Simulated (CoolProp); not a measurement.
Model: reference Helmholtz-energy equation of state, Lemmon 2006, in CoolProp. It is a short technical equation, of lower accuracy than the large ones.

Problem. Give the vapour pressure (MPa), enthalpy of vaporisation (kJ/kg), liquid cp (kJ/(kg K)), vapour Z of saturated n-decane at 435.5 K.

Solution. 
| T (K) | p (MPa) | enthalpy of vaporisation (kJ/kg) | liquid cp (kJ/(kg K)) | vapour Z |
|---|---|---|---|---|
| 435.5 | 0.0744 | 284 | 2.76 | 0.949 |
